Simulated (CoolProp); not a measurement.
Vapour pressure (MPa) of n-decane: the reference equation beside estimates from Tc = 344.5 °C, pc = 2.101 MPa, ω = 0.488. Clausius-Clapeyron is anchored at 38.45 °C with a constant enthalpy of vaporisation of 50.31 kJ/mol.

Model: reference Helmholtz-energy equation of state, Lemmon 2006, in CoolProp. It is a short technical equation, of lower accuracy than the large ones.

```tsv
T (°C)	reference	Lee-Kesler	Clausius-Clapeyron	van der Waals	Redlich-Kwong
14.05	8.213e-5	7.929e-5	8.493e-5	0.03510	0.001633
22.15	0.0001491	[?]	0.0001514	0.04282	0.002491
30.25	0.0002606	0.0002503	0.0002616	0.05171	[?]
38.45	0.0004421	[?]	0.0004421	0.06199	0.005362
46.55	0.0007214	0.0006931	[?]	0.07351	0.007564
54.75	0.001149	0.001105	[?]	0.08664	0.01048
62.85	0.001770	0.001706	0.001811	0.1012	[?]
71.05	0.002672	[?]	[?]	0.1175	0.01893
```

Q: Some entries are withheld; supply them.

A: 
- 22.15, Lee-Kesler: 0.0001435
- 30.25, Redlich-Kwong: 0.003695
- 38.45, Lee-Kesler: 0.0004246
- 46.55, Clausius-Clapeyron: 0.0007231
- 54.75, Clausius-Clapeyron: 0.001161
- 62.85, Redlich-Kwong: 0.01419
- 71.05, Lee-Kesler: 0.002582
- 71.05, Clausius-Clapeyron: 0.002781

Absolute difference from the reference over all 8 rows, mean and median: Lee-Kesler 3.7 and 3.8 %, Clausius-Clapeyron 1.6 and 1.3 %, van der Waals 16545.7 and 12005.8 %, Redlich-Kwong 1120.1 and 1030.7 %.
